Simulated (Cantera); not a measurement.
Feed: 1 mol C₂H₅OH, 3.3 mol CO₂, held at 0.00133 bar.

Method: chemical equilibrium by Gibbs-energy minimisation in Cantera with the NASA 1993 tables (ideal gas, pure condensed phases). Candidate condensed phases: C, C₆H₆, C₇H₈, C₈H₁₈, H₂O; 110 gas species. Equilibrium is a limit: real reactors are often held back by kinetics, nucleation or transport. All values below are at 1500 K.

Base state: CO 0.507, H₂ 0.216, H₂O 0.145, CO₂ 0.132, H 0.000224 (mole fractions); condensed: gas only.

Task: What changes in the equilibrium state with this change: C₂H₅OH replaced by CO?

Result: 
```tsv
species	before	after
CO₂	0.132	0.767
CO	0.507	0.233
H₂	0.216	0
H₂O	0.145	0
H	0.000224	0
```
